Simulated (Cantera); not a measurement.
Feed: 1 mol Si, 1.7 mol H₂, 0.72 mol HCl, at 1550 K and 80000 Pa.

Method: chemical equilibrium by Gibbs-energy minimisation in Cantera with the NASA 1993 tables (ideal gas, pure condensed phases). Candidate condensed phases: Si; 19 gas species. The tables' values for SiCl₃ are old estimates; treat these amounts as uncertain. The numbers say what is thermodynamically allowed, not how fast it happens.

Base state: H₂ 0.806, HCl 0.115, SiCl₂ 0.0545, SiCl₃ 0.0114, SiCl₄ 0.00661, SiHCl₃ 0.00571, SiH₂Cl₂ 0.000804, SiH₃Cl 3.35e-5 (mole fractions); condensed: Si(s).

Problem. What changes in the equilibrium state with this change: temperature from 1550 K to 673.15 K?

Solution. 
```csv
species,before,after
H₂,0.806,0.909
SiCl₄,0.00661,0.0524
SiHCl₃,0.00571,0.0372
HCl,0.115,0.000162
SiCl₂,0.0545,1.84e-8
SiCl₃,0.0114,1.44e-6
H,3.16e-5,<1e-9
SiH₃Cl,3.35e-5,1.49e-5
SiH₂Cl₂,0.000804,0.00163
"Si(s), mol",0.812,0.798
```
